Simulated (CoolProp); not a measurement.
The fluoroketone C6F12O (FK-5-1-12) along the isobar 846 kPa: fugacity coefficient from the reference equation and from simpler models built on Tc = 441.8 K, pc = 1869 kPa, ω = 0.471; each cubic takes its own stable root.

Computed with CoolProp (reference Helmholtz-energy equation of state, McLinden 2015).

```json
[
 {"T (K)": "250", "phase": "liquid", "reference": "0.004039", "Redlich-Kwong": "0.02541", "Peng-Robinson": "0.004406"},
 {"T (K)": "285.7", "phase": "liquid", "reference": "0.02872", "Redlich-Kwong": "0.09743", "Peng-Robinson": "0.02946"},
 {"T (K)": "321.4", "phase": "liquid", "reference": "0.1161", "Redlich-Kwong": "0.2529", "Peng-Robinson": "0.1165"},
 {"T (K)": "357.1", "phase": "liquid", "reference": "0.3205", "Redlich-Kwong": "0.5054", "Peng-Robinson": "0.3202"},
 {"T (K)": "392.8", "phase": "liquid", "reference": "0.6741", "Redlich-Kwong": "0.7880", "Peng-Robinson": "0.6713"},
 {"T (K)": "428.6", "phase": "gas", "reference": "0.8278", "Redlich-Kwong": "0.8356", "Peng-Robinson": "0.8169"},
 {"T (K)": "464.3", "phase": "gas", "reference": "0.8727", "Redlich-Kwong": "0.8699", "Peng-Robinson": "0.8619"},
 {"T (K)": "500", "phase": "gas", "reference": "0.9040", "Redlich-Kwong": "0.8956", "Peng-Robinson": "0.8950"}
]
```

At some of these states Redlich-Kwong gives the other phase, because its saturation line lies elsewhere.
